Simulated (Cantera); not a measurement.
A Cantera script and what it prints.

```python
import numpy as np
import cantera as ct

gas_names = """
    F F2 N NF NF2 NF3 N2 Si SiF SiF2 SiF3 SiF4 SiN Si2 Si2N Si3
""".split()
cond_names = """
    Si(cr) Si(L) Si3N4(a)
""".split()


# ... load() reads the species with a 1 bar reference pressure and builds the phases ...
atoms = {
    'SiF4': {'Si': 1, 'F': 4},
    'N2': {'N': 2},
}
top_T = {'Si3N4(a)': 2400}  # K; cautious upper limits of use, not melting points


# ... equilibrate(T, P, feed) seeds the gas with the atoms and calls Mixture.equilibrate('TP', solver="vcs", rtol=1e-11, max_steps=5000) ...
results = []
feed = {'SiF4': 1, 'N2': 18}  # mol
P = 133.322  # Pa
for T in [1275, 1350, 1425, 1500, 1575, 1650, 1725, 1800, 1875, 1950, 2025, 2100]:
    mix = equilibrate(T, P, feed)
    results.append((T, P, feed, dict(zip(mix.species_names, mix.species_moles))))
    x = sorted(zip(gas.X, gas.species_names), reverse=True)
    print(f"T = {T:g} K  P = {P:g} Pa  gas = {mix.phase_moles(0):.4g} mol")
    print("   x: " + "  ".join(f"{s} {v:.3e}" for v, s in x if v > 0.0001))
    print("   condensed (mol): " + ("  ".join(f"{mix.phase(i).name} {mix.phase_moles(i):.4g}"
          for i in range(1, mix.n_phases) if mix.phase_moles(i) > 1e-12) or "none"))
```

It prints:

```
T = 1275 K  P = 133.322 Pa  gas = 19 mol
   x: N2 9.474e-01  SiF4 5.263e-02
   condensed (mol): none
T = 1350 K  P = 133.322 Pa  gas = 19 mol
   x: N2 9.474e-01  SiF4 5.263e-02
   condensed (mol): none
T = 1425 K  P = 133.322 Pa  gas = 19 mol
   x: N2 9.474e-01  SiF4 5.263e-02
   condensed (mol): none
T = 1500 K  P = 133.322 Pa  gas = 19 mol
   x: N2 9.474e-01  SiF4 5.263e-02
   condensed (mol): none
T = 1575 K  P = 133.322 Pa  gas = 19 mol
   x: N2 9.474e-01  SiF4 5.262e-02
   condensed (mol): none
T = 1650 K  P = 133.322 Pa  gas = 19 mol
   x: N2 9.473e-01  SiF4 5.261e-02
   condensed (mol): none
T = 1725 K  P = 133.322 Pa  gas = 19 mol
   x: N2 9.473e-01  SiF4 5.257e-02
   condensed (mol): none
T = 1800 K  P = 133.322 Pa  gas = 19 mol
   x: N2 9.472e-01  SiF4 5.248e-02  F 1.450e-04  SiF3 1.447e-04
   condensed (mol): none
T = 1875 K  P = 133.322 Pa  gas = 19.01 mol
   x: N2 9.471e-01  SiF4 5.229e-02  F 3.264e-04  SiF3 3.251e-04
   condensed (mol): none
T = 1950 K  P = 133.322 Pa  gas = 19.01 mol
   x: N2 9.467e-01  SiF4 5.191e-02  F 6.897e-04  SiF3 6.841e-04
   condensed (mol): none
T = 2025 K  P = 133.322 Pa  gas = 19.03 mol
   x: N2 9.461e-01  SiF4 5.119e-02  F 1.376e-03  SiF3 1.355e-03
   condensed (mol): none
T = 2100 K  P = 133.322 Pa  gas = 19.05 mol
   x: N2 9.449e-01  SiF4 4.993e-02  F 2.602e-03  SiF3 2.533e-03
   condensed (mol): none
```

These are equilibrium values from Cantera (NASA tables, ideal gas, pure condensed phases), not measurements of a reactor. The tables' values for SiF3, SiF2 are old estimates; treat these amounts as uncertain.
